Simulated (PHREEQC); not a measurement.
Consider water at 25 °C with 17 mmol/kgw CuCl2, 11 mmol/kgw HNO3 and 0.34 mmol/kgw Na2SO4. Closed to the air; pH follows from the charge balance.

Model: ion-association model, phreeqc.dat, run in PHREEQC.

Problem. The ionic strength comes out as 0.0611 mol/kgw. What activity coefficients do Na+, HSO4-, Cu+2, CuCl+, Cl- get?

Solution. Na+ 0.81, HSO4- 0.81, Cu+2 0.46, CuCl+ 0.80, Cl- 0.80.

No solid was allowed to form.
